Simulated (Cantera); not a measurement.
## CuO + CO (carbothermic reduction)

Feed: 1 mol CuO, a varied amount of CO, held at 1898 K and 0.100 bar.

Cantera equilibrium calculation (NASA polynomials, part measured and part estimated; ideal gas, pure solids and liquids). Candidate condensed phases: C, Cu, CuO, Cu₂O; 15 gas species. Each liquid is taken as pure. Mutual solubility and eutectic melting of coexisting phases are not modelled. Kinetics and transport are ignored.

At 0.73 mol CO the condensed part is Cu(l) + Cu₂O(l). From 1.2 mol CO to 3.9 mol CO the condensed part is Cu(l). The main Cu-bearing gas is Cu throughout. The share of Cu in condensed phases is highest at 0.73 mol CO (98.7 %) and lowest at 3.9 mol CO (93.7 %).

```tsv
n(CO) (mol)	x CO₂	x CO	x O₂	x Cu	x O	n Cu(l)	n Cu₂O(l)
0.73	0.909	0.00590	0.0687	0.0158	0.000243	0.658	0.165
1.2	0.820	0.164	7.22e-5	0.0158	7.88e-6	0.981	0
1.6	0.615	0.369	8.04e-6	0.0158	2.63e-6	0.974	0
2.1	0.469	0.516	2.39e-6	0.0158	1.43e-6	0.966	0
2.5	0.394	0.590	1.29e-6	0.0158	1.05e-6	0.960	0
3	0.328	0.656	7.24e-7	0.0158	7.89e-7	0.951	0
3.4	0.289	0.695	5.03e-7	0.0158	6.58e-7	0.945	0
3.9	0.252	0.732	3.44e-7	0.0158	5.44e-7	0.937	0
```
x: gas mole fraction; n: condensed amount in mol.
